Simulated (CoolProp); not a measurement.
Model: reference Helmholtz-energy equation of state, Pan 2012, in CoolProp.

Problem. For R236FA, give the phase and the Prandtl number at 86.35 °C and 1.96 bar; 103.75 °C and 1.96 bar; 115.25 °C and 1.96 bar.

Solution. 
- 86.35 °C and 1.96 bar: gas; Prandtl number 0.696
- 103.75 °C and 1.96 bar: gas; Prandtl number 0.688
- 115.25 °C and 1.96 bar: gas; Prandtl number 0.682

Viscosity comes from a separate model (Huber 2003), an estimate that may be off by 10 % or more. Thermal conductivity comes from a separate model (Huber 2003), an estimate that may be off by 10 % or more.
